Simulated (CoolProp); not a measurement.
A single-stage vapour-compression cycle with ammonia: evaporating at 322.15 K (dew point), condensing at 356.15 K (bubble point), superheat 10 K, subcooling 0 K, compressor efficiency 0.9, no pressure losses. Each further row changes one setting.

Model: reference Helmholtz-energy equation of state, Gao 2020, in CoolProp.

```
case                              cooling COP  pressure ratio  discharge temperature (K)  refrigerating effect (kJ/kg)  volumetric capacity (kJ/m³)
--------------------------------  -----------  --------------  -------------------------  ----------------------------  ---------------------------
as stated                                6.86            2.23                      402.7                           910                        13200
evaporating temperature 327.15 K         8.30            1.96                      396.3                           911                        15000
condensing temperature 351.15 K          8.27            2.00                      392.4                           938                        13600
subcooling 5 K                           7.08            2.23                      402.7                           939                        13600
superheat 20 K                           6.74            2.23                      415.1                           943                        12900
compressor efficiency 0.8                6.10            2.23                      407.8                           910                        13200
```
